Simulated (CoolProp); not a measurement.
A single-stage vapour-compression cycle with the fluid: evaporating at 227.15 K (dew point), condensing at 290.15 K (bubble point), superheat 5 K, subcooling 5 K, compressor efficiency 0.6, no pressure losses. The same conditions are run with several fluids, on thermodynamics alone (safety and materials aside).

Computed with CoolProp (reference Helmholtz-energy equation of state of each fluid (R143a: Lemmon and Jacobsen 2000; CH2F2 (R32): Tillner-Roth 1997; R22: Kamei 1995; trans-2-butene: Lemmon 2005; ethane: Bücker 2006)).

```csv
fluid,cooling COP,pressure ratio,discharge temperature (K),refrigerating effect (kJ/kg),volumetric capacity (kJ/m³)
R143a,1.63,?,342.1,147,722
CH2F2 (R32),1.64,?,432.1,282,?
R22,1.71,10.6,391.7,174,?
trans-2-butene,1.79,16.4,353.4,327,105
ethane,1.38,5.55,355.4,249,2780
```

Problem. Fill in the missing entries.

Solution. 
- R143a, pressure ratio: 9.48
- CH2F2 (R32), pressure ratio: 10.1
- CH2F2 (R32), volumetric capacity (kJ/m³): 1070
- R22, volumetric capacity (kJ/m³): 633
